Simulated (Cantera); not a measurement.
Feed: 1 mol Si2Cl6, 610 mol H2, at 1200 °C and 1.00 bar.

These are equilibrium values from Cantera (NASA tables, ideal gas, pure condensed phases), not measurements of a reactor. The feed counts by its element totals alone. The numbers say what is thermodynamically allowed, not how fast it happens.

```json
[
 {"species": "H2", "before": "0.991", "after": "0.997"},
 {"species": "HCl", "before": "0.00918", "after": "0.00320"},
 {"species": "SiCl2", "before": "0.000267", "after": "3.22e-5"},
 {"species": "SiH2Cl2", "before": "1.11e-5", "after": "1.34e-6"},
 {"species": "H", "before": "1.26e-5", "after": "1.26e-5"},
 {"species": "Si(s), mol", "before": "1.82", "after": "0.977"}
]
```
Gas species are given as mole fractions.

### Question
What was changed between the two runs?
(A) Si2Cl6 replaced by SiH2Cl2
(B) temperature from 1200 °C to 652 °C
(C) temperature from 1200 °C to 725 °C
(D) H2 from 610 to 140 mol

### Answer
A, Si2Cl6 replaced by SiH2Cl2
